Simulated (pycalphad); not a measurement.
Computed with pycalphad from the COST 507 light-alloy database (1999), at 1 atm. These are 1990s assessments: newer ones move some temperatures and phases.

# Sn-4.36Si (at.%): equilibrium cooling sequence

```
T (K)          phases above         phases below
------  -------------------  -------------------
1323.1               LIQUID  DIAMOND_A4 + LIQUID
505.0   DIAMOND_A4 + LIQUID  BCT_A5 + DIAMOND_A4
```

Changes were sought between steps of 20 K, so a narrower field can be missed.

DIAMOND_A4 is diamond (Si); BCT_A5 is bct (Sn).
